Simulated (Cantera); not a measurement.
# Equilibrium for abatement and gas-phase synthesis: S + SO2 + H2

A closed system holds: 1 mol S, 0.0038 mol SO2, a varied amount of H2, held at 2600 K and 1.50 bar.

Cantera equilibrium calculation (NASA polynomials, part measured and part estimated; ideal gas, pure solids and liquids). Candidate condensed phases: H2O, H2SO4, S; 19 gas species. Rates play no part.

From 0.097 mol H2 to 7.4 mol H2 nothing is condensed.

| n(H2) (mol) | log p H2 | log p S2 | log p SH | log p H2S | log p S | log p H |
|---|---|---|---|---|---|---|
| 0.097 | -0.81 | 0.05 | -1.08 | -1.56 | -1.16 | -1.82 |
| 0.18 | -0.56 | -0.01 | -0.99 | -1.34 | -1.19 | -1.70 |
| 0.34 | -0.34 | -0.12 | -0.93 | -1.17 | -1.24 | -1.59 |
| 0.62 | -0.18 | -0.26 | -0.92 | -1.08 | -1.31 | -1.50 |
| 1.2 | -0.05 | -0.48 | -0.97 | -1.06 | -1.43 | -1.44 |
| 2.2 | 0.03 | -0.74 | -1.06 | -1.11 | -1.55 | -1.40 |
| 4 | 0.08 | -1.03 | -1.18 | -1.21 | -1.70 | -1.37 |
| 7.4 | 0.12 | -1.37 | -1.33 | -1.34 | -1.87 | -1.36 |
log p: log10 of the partial pressure in bar; nothing condenses.
